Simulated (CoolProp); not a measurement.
Vapour-liquid equilibrium of dimethyl ether (1) + R227EA (2) at 8.65 °C; x and y are mole fractions of (1).

The numbers come from the multi-fluid Helmholtz-energy mixture model, Wu 2011 and Lemmon 2016; pair parameters Bell 2016 in CoolProp.

Q: Give the bubble pressure and the first vapour's composition at x = 0.35, 0.55, 0.65. Is there an azeotrope?

A: x = 0.35: 222.0 kPa, y = 0.365; x = 0.55: 245.8 kPa, y = 0.672; x = 0.65: 267.8 kPa, y = 0.787. y crosses x between x = 0.25 and 0.35: the model has an azeotrope there.

Pair parameters are fitted to limited data, so mixtures are less certain than the pure fluids.
